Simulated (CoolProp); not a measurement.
Vapour-liquid equilibrium of dimethyl ether (1) + R236FA (2) at 206 K; x and y are mole fractions of (1).

Model: multi-fluid Helmholtz-energy mixture model, Wu 2011 and Pan 2012; pair parameters Bell 2016, in CoolProp.

```tsv
x	bubble pressure (kPa)	y at the bubble point	dew pressure at overall composition x (kPa)	liquid density (mol/L)
0.05	2.206	?	2.181	?
0.2	2.535	0.347	?	11.74
0.35	3.185	0.614	2.540	?
0.5	?	0.813	2.845	13.45
0.65	?	0.926	3.321	14.44
0.8	7.833	0.977	4.182	15.53
0.95	9.700	0.997	6.593	16.74
```

Problem. Some entries are withheld; supply them.

Solution. 
- 0.05, y at the bubble point: 0.079
- 0.05, liquid density (mol/L): 11.00
- 0.2, dew pressure at overall composition x (kPa): 2.330
- 0.35, liquid density (mol/L): 12.55
- 0.5, bubble pressure (kPa): 4.296
- 0.65, bubble pressure (kPa): 5.902

No azeotrope shows between x = 0.05 and 0.95.

Pair parameters are fitted to limited data, so mixtures are less certain than the pure fluids.
